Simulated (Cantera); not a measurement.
A perfectly stirred reactor is fed with 2.13 % CH4, 97.9 % H2, at 61.0 Pa; it is held at 1875 K, and followed from long to short residence time.

Detailed kinetics in Cantera: GRI-Mech 3.0 (53 species, 325 reactions). GRI-Mech 3.0 stops at C3 and has no aromatics, soot or wall deposition, so with more carbon than oxygen in the feed, carbon stays in small species such as C2H2 where larger ones or solid carbon would form. Radical loss at walls, strong at low pressure, is not modelled.

Predict: x(CH4) at τ = 0.340 s; x(H2) at τ = 0.340 s; x(CH3) at τ = 0.340 s; x(C2H) at τ = 0.340 s; x(CH2) at τ = 0.340 s; x(CH4) at τ = 33.0 ms; x(H2) at τ = 33.0 ms; x(CH3) at τ = 33.0 ms; x(CH2) at τ = 33.0 ms.


| Property | Result |
|---|---|
| x(CH4) at τ = 0.340 s | 0.0201 |
| x(H2) at τ = 0.340 s | 0.978 |
| x(CH3) at τ = 0.340 s | 0.000568 |
| x(C2H) at τ = 0.340 s | 4.19e-9 |
| x(CH2) at τ = 0.340 s | 8.61e-7 |
| x(CH4) at τ = 33.0 ms | 0.0212 |
| x(H2) at τ = 33.0 ms | 0.979 |
| x(CH3) at τ = 33.0 ms | 6.14e-5 |
| x(CH2) at τ = 33.0 ms | 1.02e-8 |
